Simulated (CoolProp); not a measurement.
Values from CoolProp's reference Helmholtz-energy equation of state, Gao 2020.

Q: For ammonia, give the phase and the density (kg/m³), speed of sound (m/s), conductivity (mW/(m K)), fugacity coefficient at 441.6 K and 12.6 MPa; 441.6 K and 18.9 MPa; 441.6 K and 25.3 MPa.

A: 
- 441.6 K and 12.6 MPa: supercritical; density 93.5, speed of sound 417, conductivity 76.2, fugacity coefficient 0.717
- 441.6 K and 18.9 MPa: supercritical; density 232, speed of sound 404, conductivity 159, fugacity coefficient 0.586
- 441.6 K and 25.3 MPa: supercritical; density 339, speed of sound 554, conductivity 205, fugacity coefficient 0.485

Thermal conductivity comes from a separate model (Tufeu 1984).
